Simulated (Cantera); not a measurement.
**Thermodynamics of silicon nitride deposition, feed SiCl4 + N2 + H2**

Charge: 1 mol SiCl4, 1.4 mol N2, 82 mol H2, held at 0.195 Torr.

Equilibrium computed with Cantera from the NASA thermochemical tables; the gas is ideal and each condensed phase is pure. Candidate condensed phases: NH4Cl, Si, Si3N4; 28 gas species. N2 is the only nitrogen source here; it is nearly inert below about 1500 K, so the nitride shown seldom forms there in practice. The tables' values for SiCl, SiCl3 are old estimates; treat these amounts as uncertain. Gases not in the tables: Si2H6 and higher silanes. Rates play no part.

At 1350 K the condensed part is Si3N4(s). From 1400 K to 1650 K the condensed part is Si(s). From 1700 K to 1750 K the condensed part is Si(l). At 1800 K nothing is condensed. The main Si-bearing gas is SiCl2 at 1350 K and Si at 1800 K. The share of Si in condensed phases is highest at 1350 K (70.3 %) and lowest at 1800 K (0.0 %).

```json
[
 {"T (K)": "1350", "x H2": "0.945", "x HCl": "0.0401", "x H": "0.000144", "x N2": "0.0110", "x Si": "5.58e-7", "x SiCl2": "0.00348", "n Si3N4(s)": "0.234", "n Si(s)": "0", "n Si(l)": "0"},
 {"T (K)": "1400", "x H2": "0.941", "x HCl": "0.0378", "x H": "0.000293", "x N2": "0.0164", "x Si": "3.17e-6", "x SiCl2": "0.00448", "n Si3N4(s)": "0", "n Si(s)": "0.615", "n Si(l)": "0"},
 {"T (K)": "1450", "x H2": "0.941", "x HCl": "0.0375", "x H": "0.000569", "x N2": "0.0164", "x Si": "1.18e-5", "x SiCl2": "0.00462", "n Si3N4(s)": "0", "n Si(s)": "0.603", "n Si(l)": "0"},
 {"T (K)": "1500", "x H2": "0.940", "x HCl": "0.0373", "x H": "0.00106", "x N2": "0.0164", "x Si": "4.05e-5", "x SiCl2": "0.00474", "n Si3N4(s)": "0", "n Si(s)": "0.589", "n Si(l)": "0"},
 {"T (K)": "1550", "x H2": "0.940", "x HCl": "0.0370", "x H": "0.00189", "x N2": "0.0164", "x Si": "0.000128", "x SiCl2": "0.00485", "n Si3N4(s)": "0", "n Si(s)": "0.570", "n Si(l)": "0"},
 {"T (K)": "1600", "x H2": "0.938", "x HCl": "0.0367", "x H": "0.00327", "x N2": "0.0164", "x Si": "0.000375", "x SiCl2": "0.00494", "n Si3N4(s)": "0", "n Si(s)": "0.536", "n Si(l)": "0"},
 {"T (K)": "1650", "x H2": "0.936", "x HCl": "0.0363", "x H": "0.00545", "x N2": "0.0163", "x Si": "0.00103", "x SiCl2": "0.00501", "n Si3N4(s)": "0", "n Si(s)": "0.465", "n Si(l)": "0"},
 {"T (K)": "1700", "x H2": "0.931", "x HCl": "0.0360", "x H": "0.00882", "x N2": "0.0163", "x Si": "0.00261", "x SiCl2": "0.00499", "n Si3N4(s)": "0", "n Si(s)": "0", "n Si(l)": "0.314"},
 {"T (K)": "1750", "x H2": "0.922", "x HCl": "0.0360", "x H": "0.0139", "x N2": "0.0162", "x Si": "0.00577", "x SiCl2": "0.00468", "n Si3N4(s)": "0", "n Si(s)": "0", "n Si(l)": "0.0387"},
 {"T (K)": "1800", "x H2": "0.912", "x HCl": "0.0385", "x H": "0.0212", "x N2": "0.0161", "x Si": "0.00766", "x SiCl2": "0.00315", "n Si3N4(s)": "0", "n Si(s)": "0", "n Si(l)": "0"}
]
```
x: gas mole fraction; n: condensed amount in mol.
